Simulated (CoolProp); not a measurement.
Vapour-liquid equilibrium of m-xylene (1) + n-undecane (2) at 504 K; x and y are mole fractions of (1).

Computed with CoolProp (multi-fluid Helmholtz-energy mixture model, Zhou 2012 and Aleksandrov 2011; pair parameters Bell 2016).

```tsv
x	bubble pressure, mixture model (MPa)	bubble pressure, Raoult's law (MPa)	y, mixture model	y, Raoult's law
0.05	0.2439	0.2478	0.121	0.145
0.125	(withheld)	0.2850	0.272	0.316
0.2	0.3085	0.3223	0.395	0.447
0.275	(withheld)	0.3595	0.498	0.551
0.35	0.3764	0.3968	(withheld)	0.635
0.425	0.4119	0.4341	0.660	0.705
0.5	(withheld)	0.4713	0.725	0.764
0.575	(withheld)	0.5086	0.782	0.814
0.65	(withheld)	0.5458	0.832	0.857
0.725	(withheld)	0.5831	0.876	0.895
0.8	0.6061	0.6204	0.916	0.928
0.875	0.6481	0.6576	0.951	0.958
0.95	0.6909	0.6949	0.981	0.984
```

Q: What belongs in the gaps?

A: 
- 0.125, bubble pressure, mixture model (MPa): 0.2759
- 0.275, bubble pressure, mixture model (MPa): 0.3420
- 0.35, y, mixture model: 0.585
- 0.5, bubble pressure, mixture model (MPa): 0.4484
- 0.575, bubble pressure, mixture model (MPa): 0.4861
- 0.65, bubble pressure, mixture model (MPa): 0.5250
- 0.725, bubble pressure, mixture model (MPa): 0.5650

The largest gap from Raoult's law is -5.1 % in bubble pressure, at x = 0.35. No azeotrope shows between x = 0.05 and 0.95.

Pair parameters are fitted to limited data, so mixtures are less certain than the pure fluids.
